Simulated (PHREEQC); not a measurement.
KOH is added in steps, without added water, to 1 kg of water holding 26 mmol/kgw CdSO4 and 2.3 mmol/kgw NaCl, at 25 °C. Oxygen is held at 0.21 atm. The system is closed to CO2. Solids allowed: Cd(OH)2, CdOHCl, Halite, Mirabilite. Others were left out.

Base run: PHREEQC, ion-association model, wateq4f.dat. Each further column changes one thing. The table gives Cd+2 (mol/kgw).

```csv
KOH added (mol),base,Debye-Hückel limiting law,metal-ligand complexes left out,all activity coefficients set to 1
0,0.0138,0.0174,0.0260,0.00766
0.003687,0.0126,0.0160,0.0241,0.00670
0.01106,0.0103,0.0133,0.0204,0.00502
0.01475,0.00922,0.0120,0.0186,0.00429
0.01844,0.00815,0.0107,0.0167,0.00363
0.02581,0.00613,0.00816,0.0131,0.00249
0.0295,0.00516,0.00694,0.0112,0.00201
0.03319,0.00424,0.00575,0.00938,0.00158
0.04056,0.00248,0.00343,0.00570,0.000847
0.04425,0.00165,0.00230,0.00386,0.000541
0.04794,0.000845,0.00119,0.00202,0.000267
0.05531,1.66e-9,2.95e-9,1.73e-9,4.08e-10
0.059,3.80e-10,6.90e-10,3.96e-10,9.14e-11
```
